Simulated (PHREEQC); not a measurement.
# Buffer

Make-up at 75 °C: 30 mmol/kgw NaHCO3 and 4.2 mmol/kgw Na2B4O7. Closed to the air; pH follows from the charge balance.

Equilibrium calculation in PHREEQC: ion-association model, wateq4f.dat.

Precipitation was switched off in this run.

Question: What pH does the model give?

Answer: pH 8.44.

Question: In which forms is B present?

Answer: H3BO3 70 %, H2BO3- 30 % of the B.

Species that the database lacks are ignored. At this temperature some constants are extrapolated from 25 °C, and those without enthalpy data are left unchanged.
